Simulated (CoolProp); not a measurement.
Computed with CoolProp (reference Helmholtz-energy equation of state, Lemmon 2022).

### Question
Give the vapour pressure (bar), vapour density (kg/m³), enthalpy of vaporisation (kJ/kg) of saturated R1234yf at 228.7, 271.2 K.

### Answer
| T (K) | p (bar) | vapour density (kg/m³) | enthalpy of vaporisation (kJ/kg) |
|---|---|---|---|
| 228.7 | 0.498 | 3.07 | 189 |
| 271.2 | 2.96 | 16.5 | 165 |
